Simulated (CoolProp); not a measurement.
Vapour-liquid equilibrium of acetone (1) + cyclohexane (2) at 80.15 °C; x and y are mole fractions of (1).

The numbers come from the multi-fluid Helmholtz-energy mixture model, Lemmon 2006 and Zhou 2014; pair parameters Bell 2016 in CoolProp.

| x | bubble pressure (MPa) | y at the bubble point | dew pressure at overall composition x (MPa) | liquid density (mol/L) |
|---|---|---|---|---|
| 0.05 | 0.1357 | 0.288 | 0.1045 | 8.660 |
| 0.125 | 0.1704 | 0.459 | 0.1127 | 8.827 |
| 0.2 | 0.1909 | 0.537 | 0.1223 | 9.008 |
| 0.275 | 0.2035 | 0.582 | 0.1335 | 9.206 |
| 0.35 | 0.2117 | 0.612 | 0.1467 | 9.422 |
| 0.425 | 0.2175 | 0.637 | 0.1624 | 9.658 |
| 0.5 | 0.2219 | 0.660 | 0.1809 | 9.917 |
| 0.575 | 0.2254 | 0.684 | 0.2016 | 10.20 |
| 0.65 | 0.2281 | 0.711 | 0.2202 | 10.51 |
| 0.725 | 0.2298 | 0.746 | 0.2290 | 10.85 |
| 0.8 | 0.2300 | 0.790 | 0.2298 | 11.22 |
| 0.875 | 0.2280 | 0.848 | 0.2264 | 11.63 |
| 0.95 | 0.2226 | 0.928 | 0.2208 | 12.07 |

y crosses x between x = 0.725 and 0.8: the model has an azeotrope there.

Pair parameters are fitted to limited data, so mixtures are less certain than the pure fluids. With so large a gap from Raoult's law the liquid may split in two, which this calculation doesn't test in full.
